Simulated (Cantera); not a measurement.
## Carbothermic reduction: SiO₂ + CH₄ + N₂

Input: 1 mol SiO₂, 5 mol CH₄, 7.3 mol N₂, held at 2575 K and 10.0 Torr.

Cantera equilibrium calculation (NASA polynomials, part measured and part estimated; ideal gas, pure solids and liquids). Candidate condensed phases: C, C₆H₆, C₇H₈, C₈H₁₈, H₂O, Si, SiC, SiO₂, Si₂N₂O, Si₃N₄; 151 gas species. The tables' values for SiN are old estimates; treat these amounts as uncertain. Gases not in the tables: Si₂H₆ and higher silanes. The numbers say what is thermodynamically allowed, not how fast it happens.

```yaml
x(H₂): 0.341
x(N₂): 0.312
x(H): 0.175
x(CO): 0.0896
x(Si): 0.0316
x(HCN): 0.0277
x(SiC₂): 0.0101
x(C₂H₂ (acetylene)): 0.00502
x(HNC): 0.00353
n(C(graphite)): 1.58 mol
gas_amount: 22.22 mol
log10 activity of Si(l) (absent): -1.29
```
